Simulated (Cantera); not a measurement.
Input: 1 mol B, a varied amount of H₂, 6.4 mol N₂, 0.18 mol H₂O, held at 0.0110 bar.

Cantera equilibrium calculation (NASA polynomials, part measured and part estimated; ideal gas, pure solids and liquids). Candidate condensed phases: B, BN, B₂O₃, B₃O₃H₃, H₂O; 39 gas species. N₂ is the only nitrogen source here; it is nearly inert below about 1500 K, so the nitride shown seldom forms there in practice. Mutual solubility and eutectic melting of coexisting phases are not modelled. Gases not in the tables: H₃BO₃. The numbers say what is thermodynamically allowed, not how fast it happens.

### Question
What condenses at these points (T in K, n(H₂) in mol): (1375, 9.7); (1325, 3.3); (1475, 49); (1775, 49); (1375, 2)?

### Answer
```json
[
 {"T (K)": "1375", "n(H₂) in mol": "9.7", "condensed phases": "BN + B₂O₃", "B condensed (%)": "95.9"},
 {"T (K)": "1325", "n(H₂) in mol": "3.3", "condensed phases": "BN + B₂O₃", "B condensed (%)": "98.9"},
 {"T (K)": "1475", "n(H₂) in mol": "49", "condensed phases": "BN", "B condensed (%)": "88.4"},
 {"T (K)": "1775", "n(H₂) in mol": "49", "condensed phases": "BN", "B condensed (%)": "82.2"},
 {"T (K)": "1375", "n(H₂) in mol": "2", "condensed phases": "BN + B₂O₃", "B condensed (%)": "98.5"}
]
```
